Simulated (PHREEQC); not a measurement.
Make-up at 20 °C: 0.072 mol/kgw K2CO3, 0.0002 mol/kgw H4SiO4 and 0.01 mol/kgw CO2. Closed to the air; pH follows from the charge balance.

Model: ion-association model, phreeqc.dat, run in PHREEQC.

| quantity | before | after |
|---|---|---|
| pH | 10.47 | 11.09 |
| ionic strength (mol/kgw) | 0.205 | 0.213 |
| CO3-2 (mol/kgw) | 0.0616 | 0.0686 |
| CO2 (mol/kgw) | 1.19e-6 | 7.44e-8 |

Q: Name the change that produced these shifts.
A) H4SiO4 left out
B) K2CO3 replaced by K2SO4 at the same molality
C) 0.0054 mol/kgw K2SO4 added
D) CO2 from 0.01 to 0.002 mol/kgw
E) temperature from 20 to 80 °C

A: D, CO2 from 0.01 to 0.002 mol/kgw

Precipitation was switched off in this run.
